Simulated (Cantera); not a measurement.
An isothermal, constant-pressure homogeneous reactor starts with CH4 : H2 = 0.032 : 1 (molar parts), at 2325 K and 0.0267 bar.

Cantera simulation using GRI-Mech 3.0 (53 species, 325 reactions); the numbers are that mechanism's predictions, not measurements. GRI-Mech 3.0 stops at C3 and has no aromatics, soot or wall deposition, so with more carbon than oxygen in the feed, carbon stays in small species such as C2H2 where larger ones or solid carbon would form. Radical loss at walls, strong at low pressure, is not modelled.

x: mole fraction; the columns are a selection and need not sum to one.

| t (s) | x CH4 | x H2 | x CH3 | x C2H6 | x C2H | x H | x C2H2 |
|---|---|---|---|---|---|---|---|
| 1.00e-6 | 0.0310 | 0.969 | 1.24e-5 | <1e-12 | <1e-12 | 1.32e-5 | <1e-12 |
| 4.44e-6 | 0.0310 | 0.969 | 5.17e-5 | 5.27e-11 | <1e-12 | 6.21e-5 | 1.02e-12 |
| 1.97e-5 | 0.0308 | 0.969 | 0.000202 | 5.11e-9 | <1e-12 | 0.000302 | 6.93e-10 |
| 8.77e-5 | 0.0301 | 0.968 | 0.000826 | 1.53e-7 | 2.56e-11 | 0.00139 | 3.75e-7 |
| 0.000390 | 0.0272 | 0.963 | 0.00318 | 1.67e-6 | (withheld) | 0.00605 | 0.000131 |
| 0.00173 | 0.0138 | 0.958 | 0.00461 | 1.64e-6 | (withheld) | 0.0173 | 0.00576 |
| 0.00770 | 0.00162 | 0.958 | 0.000826 | 3.38e-8 | (withheld) | 0.0262 | 0.0136 |
| 0.0342 | 0.000127 | 0.948 | 9.14e-5 | 2.75e-10 | (withheld) | 0.0367 | 0.0146 |
| 0.152 | 1.42e-5 | 0.932 | 1.51e-5 | 4.77e-12 | (withheld) | 0.0534 | 0.0146 |
| 0.675 | 8.23e-6 | 0.921 | 1.08e-5 | 1.92e-12 | 4.90e-5 | 0.0649 | 0.0145 |
| 3.00 | 8.17e-6 | 0.920 | 1.07e-5 | 1.90e-12 | 4.92e-5 | 0.0651 | 0.0145 |

### Question
Complete the blanks.

### Answer

- 0.000390, x C2H: 3.94e-8
- 0.00173, x C2H: 4.99e-6
- 0.00770, x C2H: 1.79e-5
- 0.0342, x C2H: 2.72e-5
- 0.152, x C2H: 4.01e-5
